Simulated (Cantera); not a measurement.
Input (Python, Cantera):

```python
import numpy as np
import cantera as ct

gas = ct.Solution("gri30.yaml")
gas.TPX = 600, 100000, {'CH4': 1, 'O2': 1.82, 'N2': 6.84}
flame = ct.FreeFlame(gas, width=0.04)
flame.set_refine_criteria(ratio=3, slope=0.08, curve=0.16)
flame.transport_model = "mixture-averaged"
flame.solve(loglevel=0, auto=True)
flame.transport_model = "multicomponent"
flame.soret_enabled = False
flame.solve(loglevel=0, refine_grid=True)
z, T = flame.grid, flame.T
thick = (T[-1] - T[0]) / np.gradient(T, z).max()
show = ['CH4', 'O2', 'HCN', 'H2', 'CO', 'C2H2']
print(f"laminar burning velocity  {flame.velocity[0] * 100:.3f} cm/s")
print(f"burnt temperature         {T[-1]:.1f} K")
print(f"thermal thickness         {thick * 1e3:.4f} mm")
print(f"grid points               {len(z)}")
z0 = z[flame.heat_release_rate.argmax()]
print(f"{'z/mm':>9s}{'T/K':>9s}{'u/(m/s)':>9s}" + "".join(f"{s:>11s}" for s in show))
rows = []
for k in (-3, -2, -1.5, -1, -0.5, -0.25, 0, 0.25, 0.5, 1, 2, 4, 8):
    zz = z0 + k * thick
    rows.append([k * thick, np.interp(zz, z, T), np.interp(zz, z, flame.velocity),
                 *(np.interp(zz, z, flame.X[gas.species_index(s)]) for s in show)])
    print(f"{rows[-1][0] * 1e3:9.3f}{rows[-1][1]:9.1f}{rows[-1][2]:9.3f}" + "".join(f"{x:11.3e}" for x in rows[-1][3:]))
```

Output:

```
laminar burning velocity  130.505 cm/s
burnt temperature         2381.3 K
thermal thickness         0.3317 mm
grid points               153
     z/mm      T/K  u/(m/s)        CH4         O2        HCN         H2         CO       C2H2
   -0.995    600.1    1.307  1.034e-01  1.882e-01  4.271e-11  1.096e-03  2.034e-06  1.908e-09
   -0.663    601.5    1.312  1.031e-01  1.877e-01  7.395e-10  3.250e-03  2.627e-05  3.230e-08
   -0.498    608.7    1.332  1.023e-01  1.867e-01  6.575e-09  6.256e-03  1.756e-04  2.810e-07
   -0.332    663.5    1.463  9.837e-02  1.820e-01  8.395e-08  1.241e-02  1.549e-03  3.507e-06
   -0.166   1052.8    2.362  7.137e-02  1.495e-01  1.300e-06  2.344e-02  1.555e-02  5.560e-05
   -0.083   1467.4    3.333  3.898e-02  1.070e-01  3.663e-06  2.923e-02  3.590e-02  1.723e-04
    0.000   1851.9    4.247  9.455e-03  5.768e-02  7.838e-06  3.027e-02  5.722e-02  3.068e-04
    0.083   2015.7    4.628  7.852e-04  2.850e-02  7.646e-06  2.511e-02  5.945e-02  7.542e-05
    0.166   2057.4    4.709  3.450e-05  1.804e-02  3.592e-06  2.181e-02  5.198e-02  3.886e-06
    0.332   2096.6    4.774  5.225e-08  1.299e-02  5.422e-07  2.107e-02  4.311e-02  4.514e-09
    0.663   2146.2    4.866  2.089e-11  1.078e-02  2.742e-08  2.063e-02  3.893e-02  1.710e-12
    1.327   2208.3    4.987  1.430e-15  8.695e-03  1.879e-10  1.911e-02  3.696e-02 -1.668e-16
    2.653   2273.6    5.112  1.126e-15  6.406e-03  2.113e-11  1.715e-02  3.481e-02  6.170e-18
```

Detailed kinetics in Cantera: GRI-Mech 3.0 (53 species, 325 reactions). Burning velocities carry a grid error of a few per cent, more on coarse grids.
